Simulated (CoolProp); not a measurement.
Toluene along the isobar 4450 kPa: fugacity coefficient from the reference equation and from simpler models built on Tc = 318.6 °C, pc = 4126 kPa, ω = 0.266; each cubic takes its own stable root.

The numbers come from the reference Helmholtz-energy equation of state, Lemmon 2006 in CoolProp. It is a short technical equation, of lower accuracy than the large ones.

| T (°C) | phase | reference |
|---|---|---|
| 130.65 | liquid | 0.04291 |
| 135.85 | liquid | 0.04850 |
| 141.05 | liquid | 0.05460 |
| 146.15 | liquid | 0.06109 |
| 151.35 | liquid | 0.06825 |
| 156.55 | liquid | 0.07598 |
| 161.75 | liquid | 0.08429 |
| 166.95 | liquid | 0.09321 |
| 172.15 | liquid | 0.1027 |
| 177.35 | liquid | 0.1129 |
| 182.55 | liquid | 0.1237 |
| 187.75 | liquid | 0.1352 |
| 192.95 | liquid | 0.1473 |
| 198.15 | liquid | 0.1600 |
| 203.35 | liquid | 0.1734 |

How far does each simpler model (van der Waals, Redlich-Kwong, Soave-Redlich-Kwong) lie from the reference over these 15 states: mean and median of the absolute difference, and the worst?


- van der Waals: mean 186.6 %, median 174.4 %, worst +315.1 % at 130.65 °C and 4450 kPa
- Redlich-Kwong: mean 48.9 %, median 48.1 %, worst +68.1 % at 130.65 °C and 4450 kPa
- Soave-Redlich-Kwong: mean 3.7 %, median 3.8 %, worst +4.8 % at 203.35 °C and 4450 kPa
